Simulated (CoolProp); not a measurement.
1,2-dichloroethane along the isotherm 226.85 °C: Z from the reference equation and from simpler models built on Tc = 288.4 °C, pc = 5.226 MPa, ω = 0.269; each cubic takes its own stable root.

The numbers come from the reference Helmholtz-energy equation of state, Thol 2015 in CoolProp.

```
p (MPa)   phase  reference
-------  ------  ---------
0.0826      gas     0.9919
0.17        gas     0.9833
0.348       gas     0.9653
0.716       gas     0.9263
1.47        gas     0.8359
3.02     liquid    0.08224
6.2      liquid     0.1644
12.7     liquid     0.3241
26.1     liquid     0.6331
```

Task: How far does each simpler model (Redlich-Kwong, Peng-Robinson) lie from the reference over these 9 states: mean and median of the absolute difference, and the worst?

Result: 
- Redlich-Kwong: mean 9.4 %, median 1.7 %, worst +27.7 % at 226.85 °C and 3.02 MPa
- Peng-Robinson: mean 1.6 %, median 0.4 %, worst +6.4 % at 226.85 °C and 3.02 MPa
